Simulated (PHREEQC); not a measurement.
Solution (28 °C): 6.9e-05 mol CaSO4, 0.092 mol KHSO4 and 0.07 mol CaBr2 per kg of water. Closed to the air; pH follows from the charge balance.

The numbers come from PHREEQC with the ion-association model, wateq4f.dat.

No solid was allowed to form.

Task: What pH does the model give?

Result: pH 1.42.

Task: In which forms is Ca present?

Result: Ca+2 67 %, CaSO4 25 %, CaHSO4+ 8.3 % of the Ca.

Examples of supersaturated solids here: Gypsum. Others may be too.
